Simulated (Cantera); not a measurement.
Input (Python, Cantera) and output of one run.

```python
import numpy as np
import cantera as ct

gas_names = """
    Fe FeO Fe(OH)2 H HO2 H2 H2O H2O2 O OH O2 O3
""".split()
cond_names = """
    Fe(a) Fe(c) Fe(d) Fe(L) FeO(s) FeO(L) Fe(OH)2(s) Fe(OH)3(s) Fe2O3(s) Fe3O4(s) H2O(s) H2O(L)
""".split()


# ... load() reads the species with a 1 bar reference pressure and builds the phases ...
atoms = {
    'Fe2O3': {'Fe': 2, 'O': 3},
    'H2': {'H': 2},
}
top_T = {'Fe2O3(s)': 1830, 'Fe3O4(s)': 1870}  # K; cautious upper limits of use, not melting points


# ... equilibrate(T, P, feed) seeds the gas with the atoms and calls Mixture.equilibrate('TP', solver="vcs", rtol=1e-11, max_steps=5000) ...
results = []
feed = {'Fe2O3': 1, 'H2': 1.2}  # mol
T = 1075  # K
P = 83  # Pa
mix = equilibrate(T, P, feed)
results.append((T, P, feed, dict(zip(mix.species_names, mix.species_moles))))
x = sorted(zip(gas.X, gas.species_names), reverse=True)
print(f"T = {T:g} K  P = {P:g} Pa  gas = {mix.phase_moles(0):.4g} mol")
print("   x: " + "  ".join(f"{s} {v:.3e}" for v, s in x if v > 0.0001))
print("   condensed (mol): " + ("  ".join(f"{mix.phase(i).name} {mix.phase_moles(i):.4g}"
      for i in range(1, mix.n_phases) if mix.phase_moles(i) > 1e-12) or "none"))
```

Result:

```
T = 1075 K  P = 83 Pa  gas = 1.2 mol
   x: H2O 8.333e-01  H2 1.667e-01
   condensed (mol): FeO(s) 2
```

These are equilibrium values from Cantera (NASA tables, ideal gas, pure condensed phases), not measurements of a reactor. The tables' stoichiometric FeO is somewhat more stable than real wüstite, so its field is too wide. FeO: taken at fixed stoichiometry.
